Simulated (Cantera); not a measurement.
**Transport properties of process gases**

Gas mixture: 100 % N₂O, at 760 Torr, frozen composition.

Cantera's kinetic-theory transport with the Lennard-Jones parameters of GRI-Mech 3.0, ideal gas; thermal conductivity in the multicomponent form. The composition is frozen, though it would react at the higher temperatures.

| T (K) | ρ (kg/m³) | cp (J/kg/K) | μ (µPa s) | λ (mW/m/K) | Pr | D (cm²/s) CO₂ | D (cm²/s) H | D (cm²/s) H₂O |
|---|---|---|---|---|---|---|---|---|
| 400 | 1.34 | 970.3 | 19.5 | 25.3 | 0.746 | 0.192 | 1.66 | 0.292 |
| 650 | 0.825 | 1127 | 29.1 | 44.1 | 0.744 | 0.467 | 3.94 | 0.743 |
| 900 | 0.596 | 1227 | 37.1 | 61.4 | 0.741 | 0.828 | 6.92 | 1.35 |
| 1150 | 0.466 | 1285 | 44.1 | 76.8 | 0.738 | 1.26 | 10.5 | 2.09 |
| 1400 | 0.383 | 1327 | 50.5 | 91.0 | 0.736 | 1.77 | 14.6 | 2.95 |
| 1650 | 0.325 | 1359 | 56.4 | 104 | 0.734 | 2.33 | 19.2 | 3.91 |
| 1900 | 0.282 | 1384 | 61.9 | 117 | 0.733 | 2.95 | 24.3 | 4.98 |
| 2150 | 0.249 | 1402 | 67.2 | 129 | 0.732 | 3.63 | 29.9 | 6.14 |
D: mixture-averaged diffusion coefficient of that species in the mixture.
